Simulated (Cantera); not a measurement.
Gas mixture: 100 % CH₄, at 0.900 Torr, frozen composition.

Cantera's kinetic-theory transport with the Lennard-Jones parameters of GRI-Mech 3.0, ideal gas; thermal conductivity in the multicomponent form. The composition is frozen, though it would react at the higher temperatures.

One state of this run: ρ (kg/m³) = 0.000165; cp (J/kg/K) = 5468; μ (µPa s) = 34.5; λ (mW/m/K) = 259; Pr = 0.730; D (cm²/s) CH₃ = 2780; D (cm²/s) H = 13500; D (cm²/s) H₂ = 8270. D: mixture-averaged diffusion coefficient of that species in the mixture.

Which value of T (K) does it belong to?
A) 1400
B) 1150
C) 1900
D) 400

A, 1400
